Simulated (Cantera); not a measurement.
Mixture: H₂ : O₂ : N₂ : NO = 1 : 1.16 : 3.37 : 0.011 (molar parts), at 255 Torr, adiabatic and at constant volume. Ignition delay is the time to a rise of 400 K.

Cantera simulation using GRI-Mech 3.0 (53 species, 325 reactions); the numbers are that mechanism's predictions, not measurements. The mechanism lacks 2 NO + O2 → 2 NO2 and HONO, so NO2 and the effect of NO are under-described below about 1400 K. Where the delays flatten at high temperature, the 400 K rule measures the pace of heat release, not the induction time.

Predict: delay at 1200 K; delay at 1250 K; delay at 1300 K; delay at 1350 K; delay at 1400 K; delay at 1450 K; delay at 1500 K.


| Quantity | Result |
|---|---|
| delay at 1200 K | 0.128 ms |
| delay at 1250 K | 0.108 ms |
| delay at 1300 K | 94.7 µs |
| delay at 1350 K | 86.2 µs |
| delay at 1400 K | 81.1 µs |
| delay at 1450 K | 78.6 µs |
| delay at 1500 K | 78.3 µs |
